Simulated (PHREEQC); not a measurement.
Consider water at 25 °C with 5.2 mmol/kgw H3PO4, 110 mmol/kgw NaHSO4 and 33 mmol/kgw CsOH. Closed to the air; pH follows from the charge balance.

Equilibrium calculation in PHREEQC: ion-association model, wateq4f.dat.

Precipitation was switched off in this run.

Q: What pH, ionic strength does the model give?

A: pH 1.62; ionic strength 0.219 mol/kgw.

Q: In which forms is P present?

A: H3PO4 71 %, H2PO4- 29 % of the P.

Complexes and solids missing from the database can't appear. H3PO4, which wateq4f.dat lacks, is added to it with the constant of phreeqc.dat.
